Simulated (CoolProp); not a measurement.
Computed with CoolProp (reference Helmholtz-energy equation of state, Zhou 2016).

**Question.** For R245ca, give the phase and the density (kg/m³), cv (kJ/(kg K)), speed of sound (m/s), Joule-Thomson coefficient (K/MPa) at 176.85 °C and 0.562 MPa.

**Answer.** 
- 176.85 °C and 0.562 MPa: gas; density 21.2, cv 1.11, speed of sound 164, Joule-Thomson coefficient 7.85
